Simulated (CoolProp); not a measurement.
c-C4F8 (RC318) along the isobar 28.5 bar: fugacity coefficient from the reference equation and from simpler models built on Tc = 115.2 °C, pc = 27.78 bar, ω = 0.355; each cubic takes its own stable root.

Values from CoolProp's reference Helmholtz-energy equation of state, Platzer 1990. This equation is an older, rougher fit; its heat capacities, sound speeds and derivatives of the liquid may be far off and weren't checked against measurements.

```tsv
T (°C)	phase	reference
5.75	liquid	0.06154
16.15	liquid	0.08722
26.45	liquid	0.1192
36.85	liquid	0.1585
47.15	liquid	0.2048
57.55	liquid	0.2588
67.85	liquid	0.3191
78.25	liquid	0.3864
88.55	liquid	0.4582
98.95	liquid	0.5343
109.25	liquid	0.6108
119.65	supercritical	0.6752
129.95	supercritical	0.7096
140.35	supercritical	0.7375
150.65	supercritical	0.7613
160.95	supercritical	0.7822
```

Problem. How far does each simpler model (van der Waals, Redlich-Kwong, Soave-Redlich-Kwong, Peng-Robinson) lie from the reference over these 16 states: mean and median of the absolute difference, and the worst?

Solution. 
- van der Waals: mean 66.0 %, median 30.4 %, worst +274.1 % at 5.75 °C and 28.5 bar
- Redlich-Kwong: mean 23.1 %, median 12.3 %, worst +81.7 % at 5.75 °C and 28.5 bar
- Soave-Redlich-Kwong: mean 0.9 %, median 1.1 %, worst +1.6 % at 67.85 °C and 28.5 bar
- Peng-Robinson: mean 2.6 %, median 2.3 %, worst -3.7 % at 119.65 °C and 28.5 bar
